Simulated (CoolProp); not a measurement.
A single-stage vapour-compression cycle with the fluid: evaporating at 205.15 K (dew point), condensing at 245.15 K (bubble point), superheat 8 K, subcooling 8 K, compressor efficiency 0.75, no pressure losses. The same conditions are run with several fluids, on thermodynamics alone (safety and materials aside).

Values from CoolProp's reference Helmholtz-energy equation of state of each fluid (ammonia: Gao 2020; C3F8 (R218): Lemmon 2006; R143a: Lemmon and Jacobsen 2000; nitrous oxide: Lemmon 2006; carbonyl sulfide: Lemmon 2006; R115: Lemmon 2016).

Rank ammonia, C3F8 (R218), R143a, nitrous oxide, carbonyl sulfide, R115 by cooling COP, highest first.

R115 (3.45), R143a (3.43), C3F8 (R218) (3.38), carbonyl sulfide (3.30), nitrous oxide (3.18), ammonia (3.09)

```json
[
 {"fluid": "ammonia", "pressure ratio": "10.4", "discharge temperature (K)": "417.2", "refrigerating effect (kJ/kg)": "1340", "volumetric capacity (kJ/m³)": "163"},
 {"fluid": "C3F8 (R218)", "pressure ratio": "7.79", "discharge temperature (K)": "255.5", "refrigerating effect (kJ/kg)": "90.7", "volumetric capacity (kJ/m³)": "186"},
 {"fluid": "R143a", "pressure ratio": "6.90", "discharge temperature (K)": "288.4", "refrigerating effect (kJ/kg)": "204", "volumetric capacity (kJ/m³)": "334"},
 {"fluid": "nitrous oxide", "pressure ratio": "4.69", "discharge temperature (K)": "330.3", "refrigerating effect (kJ/kg)": "299", "volumetric capacity (kJ/m³)": "2340"},
 {"fluid": "carbonyl sulfide", "pressure ratio": "6.25", "discharge temperature (K)": "344.9", "refrigerating effect (kJ/kg)": "288", "volumetric capacity (kJ/m³)": "404"},
 {"fluid": "R115", "pressure ratio": "7.21", "discharge temperature (K)": "266.7", "refrigerating effect (kJ/kg)": "111", "volumetric capacity (kJ/m³)": "221"}
]
```
